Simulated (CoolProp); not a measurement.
Values from CoolProp's reference Helmholtz-energy equation of state, Setzmann 1991.

For methane, give the phase and the speed of sound (m/s), Prandtl number at 101.1 K and 1.53 bar.


- 101.1 K and 1.53 bar: liquid; speed of sound 1440, Prandtl number 2.60

Viscosity comes from a separate model (Quiñones-Cisneros 2006). Thermal conductivity comes from a separate model (Friend 1989).
